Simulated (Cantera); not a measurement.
Mixture: 10.4 % CH4, 18.8 % O2, 70.8 % N2, equivalence ratio 1.1, at 8250 Torr, adiabatic and at constant volume. Ignition delay is the time to a rise of 400 K.

Cantera simulation using GRI-Mech 3.0 (53 species, 325 reactions); the numbers are that mechanism's predictions, not measurements.

Problem. Predict: delay at 1225 K; delay at 1300 K; delay at 1375 K; delay at 1450 K; delay at 1525 K; apparent activation energy between 1375 and 1525 K.

Solution. 
```
Property                                                Result
--------------------------------------------------  ----------
delay at 1225 K                                        3.13 ms
delay at 1300 K                                        1.31 ms
delay at 1375 K                                       0.579 ms
delay at 1450 K                                       0.270 ms
delay at 1525 K                                       0.131 ms
apparent activation energy between 1375 and 1525 K  170 kJ/mol
```
